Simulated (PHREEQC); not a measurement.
Consider water at 20 °C with 5.8 mol LiCl and 0.63 mol BaCl2 per kg of water. Closed to the air; pH follows from the charge balance.

The numbers come from PHREEQC with the Pitzer model, pitzer.dat.

### Question
The ionic strength comes out as 7.69 mol/kgw. What activity coefficients do Li+, Cl-, Ba+2 get?

### Answer
Li+ 11, Cl- 0.65, Ba+2 0.66. Single-ion values are on the MacInnes scale.

No solid was allowed to form. Species that the database lacks are ignored.
